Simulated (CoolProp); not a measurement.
A single-stage vapour-compression cycle with R134a: evaporating at 296.15 K (dew point), condensing at 325.15 K (bubble point), superheat 5 K, subcooling 2 K, compressor efficiency 0.75, no pressure losses. Each further row changes one setting.

Values from CoolProp's reference Helmholtz-energy equation of state, Tillner-Roth 1994.

```json
[
 {"case": "as stated", "cooling COP": "6.46", "pressure ratio": "2.21", "discharge temperature (K)": "337.3", "refrigerating effect (kJ/kg)": "145", "volumetric capacity (kJ/m³)": "4280"},
 {"case": "evaporating temperature 301.15 K", "cooling COP": "8.11", "pressure ratio": "(withheld)", "discharge temperature (K)": "(withheld)", "refrigerating effect (kJ/kg)": "(withheld)", "volumetric capacity (kJ/m³)": "(withheld)"},
 {"case": "condensing temperature 320.15 K", "cooling COP": "8.07", "pressure ratio": "1.95", "discharge temperature (K)": "331.3", "refrigerating effect (kJ/kg)": "152", "volumetric capacity (kJ/m³)": "4510"},
 {"case": "subcooling 7 K", "cooling COP": "(withheld)", "pressure ratio": "2.21", "discharge temperature (K)": "337.3", "refrigerating effect (kJ/kg)": "152", "volumetric capacity (kJ/m³)": "4510"},
 {"case": "superheat 15 K", "cooling COP": "6.51", "pressure ratio": "2.21", "discharge temperature (K)": "347.1", "refrigerating effect (kJ/kg)": "155", "volumetric capacity (kJ/m³)": "4330"},
 {"case": "compressor efficiency 0.65", "cooling COP": "(withheld)", "pressure ratio": "2.21", "discharge temperature (K)": "(withheld)", "refrigerating effect (kJ/kg)": "145", "volumetric capacity (kJ/m³)": "4280"}
]
```

Task: Complete the blanks.

Result: 
- evaporating temperature 301.15 K, pressure ratio: 1.91
- evaporating temperature 301.15 K, discharge temperature (K): 335.9
- evaporating temperature 301.15 K, refrigerating effect (kJ/kg): 147
- evaporating temperature 301.15 K, volumetric capacity (kJ/m³): 5060
- subcooling 7 K, cooling COP: 6.80
- compressor efficiency 0.65, cooling COP: 5.60
- compressor efficiency 0.65, discharge temperature (K): 340.3
